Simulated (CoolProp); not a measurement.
R1336mzz(E) along the isotherm -28.75 °C: fugacity coefficient from the reference equation and from simpler models built on Tc = 130.4 °C, pc = 2.779 MPa, ω = 0.413; each cubic takes its own stable root.

Values from CoolProp's reference Helmholtz-energy equation of state, Akasaka 2023.

```
p (MPa)   phase  reference
-------  ------  ---------
0.018    liquid     0.9489
0.0304   liquid     0.5622
0.0513   liquid     0.3336
0.0866   liquid     0.1980
0.146    liquid     0.1178
0.247    liquid    0.07002
0.416    liquid    0.04196
0.703    liquid    0.02523
1.19     liquid    0.01531
2        liquid   0.009519
3.38     liquid   0.006074
5.7      liquid   0.004087
```

### Question
How far does each simpler model (van der Waals, Soave-Redlich-Kwong) lie from the reference over these 12 states: mean and median of the absolute difference, and the worst?

### Answer
- van der Waals: mean 895.7 %, median 1231.2 %, worst +1572.6 % at -28.75 °C and 5.7 MPa
- Soave-Redlich-Kwong: mean 1.4 %, median 0.8 %, worst +4.9 % at -28.75 °C and 5.7 MPa

At some of these states van der Waals gives the other phase, because its saturation line lies elsewhere.
